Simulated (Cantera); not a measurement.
Input: 1 mol Si₂H₆, 0.5 mol CO₂, at 0.100 bar.

Equilibrium computed with Cantera from the NASA thermochemical tables; the gas is ideal and each condensed phase is pure. Candidate condensed phases: C, C₆H₆, C₇H₈, C₈H₁₈, H₂O, Si, SiC, SiO₂; 123 gas species. The feed counts by its element totals alone. Mutual solubility and eutectic melting of coexisting phases are not modelled. The tables hold silica as quartz up to 1696 K and as liquid above; real silica turns to tridymite and cristobalite and melts near 1996 K. Rates play no part. All values below are at 1425 K.

Base state: H₂ 0.999, SiO 0.00123, CO 2.50e-5, H 2.16e-5 (mole fractions); condensed: Si(s) + SiC(s) + SiO₂(β-quartz).

### Question
What changes in the equilibrium state with this change: CO₂ from 0.5 to 5.6 mol?

### Answer
| species | before | after |
|---|---|---|
| CO | 2.50e-5 | 0.560 |
| H₂ | 0.999 | 0.254 |
| H₂O | 1.42e-6 | 0.0946 |
| CO₂ | <1e-9 | 0.0915 |
| SiO | 0.00123 | 4.68e-9 |
| H | 2.16e-5 | 1.09e-5 |
| Si(s), mol | 0.998 | 0 |
| SiC(s), mol | 0.500 | 0 |
| SiO₂(β-quartz), mol | 0.498 | 2.00 |
